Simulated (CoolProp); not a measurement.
A Linde-Hampson liquefier for CF4 (R14): isothermal reversible compression at 290 K from 1 atm to 40 MPa, throttling to 1 atm, return gas leaving the recuperator 2 K below the feed. Each further row changes one setting.

Computed with CoolProp (reference Helmholtz-energy equation of state, Platzer 1990). This equation is an older, rougher fit; its heat capacities, sound speeds and derivatives of the liquid may be far off and weren't checked against measurements.

| case | liquid yield per pass | compression work (kJ/kg of gas) |
|---|---|---|
| as stated | ___ | 147 |
| warm-end temperature 320 K | ___ | ___ |
| warm-end gap 7 K | 0.302 | 147 |

Complete the blanks.


- as stated, liquid yield per pass: 0.313
- warm-end temperature 320 K, liquid yield per pass: 0.249
- warm-end temperature 320 K, compression work (kJ/kg of gas): 169
